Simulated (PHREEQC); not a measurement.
Dissolve 7.3 mmol/kgw KHCO3 and 62 mmol/kgw Na2HPO4 at 25 °C. Closed to the air; pH follows from the charge balance.

The numbers come from PHREEQC with the ion-association model, phreeqc.dat.

```json
[
 {"quantity": "pH", "before": "8.72", "after": "8.82"},
 {"quantity": "ionic strength (mol/kgw)", "before": "0.184", "after": "0.184"},
 {"quantity": "Na+ (mol/kgw)", "before": "0.119", "after": "0.119"},
 {"quantity": "HPO4-2 (mol/kgw)", "before": "0.0569", "after": "0.0570"},
 {"quantity": "HCO3- (mol/kgw)", "before": "0.00641", "after": "0.00649"},
 {"quantity": "NaHPO4- (mol/kgw)", "before": "0.00407", "after": "0.00414"}
]
```

**Question.** Which change was made?
A) temperature from 25 to 60 °C
B) temperature from 25 to 15 °C
C) KHCO3 from 0.0073 to 0.00073 mol/kgw
D) KHCO3 from 0.0073 to 0.0365 mol/kgw
E) diluted 2-fold with water

**Answer.** B, temperature from 25 to 15 °C

No solid was allowed to form.
